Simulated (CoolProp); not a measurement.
Vapour-liquid equilibrium of ethane (1) + hydrogen sulfide (2) at 303 kPa; x and y are mole fractions of (1).

Values from CoolProp's multi-fluid Helmholtz-energy mixture model, Bücker 2006 and Lemmon 2006; pair parameters Kunz 2012.

Task: Give the bubble temperature and the first vapour's composition at x = 0.35, 0.65, 0.8. Is there an azeotrope?

Result: x = 0.35: -63.2 °C, y = 0.748; x = 0.65: -64.7 °C, y = 0.793; x = 0.8: -65.4 °C, y = 0.844. y crosses x between x = 0.8 and 0.95: the model has an azeotrope there.

Pair parameters are fitted to limited data, so mixtures are less certain than the pure fluids. With so large a gap from Raoult's law the liquid may split in two, which this calculation doesn't test in full.
